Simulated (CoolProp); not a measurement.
A Linde-Hampson liquefier for nitrogen: isothermal reversible compression at 300 K from 1 atm to 5 MPa, throttling to 1 atm, return gas leaving the recuperator 5 K below the feed. Each further row changes one setting.

Model: reference Helmholtz-energy equation of state, Span 2000, in CoolProp.

```
case                        liquid yield per pass  compression work (kJ/kg of gas)
--------------------------  ---------------------  -------------------------------
as stated                                       ?                              347
high pressure 10 MPa                            ?                              408
warm-end temperature 330 K                  0.006                              382
warm-end gap 10 K                               ?                              347
```

Q: Some entries are withheld; supply them.

A: 
- as stated, liquid yield per pass: 0.012
- high pressure 10 MPa, liquid yield per pass: 0.033
- warm-end gap 10 K, liquid yield per pass: no liquid
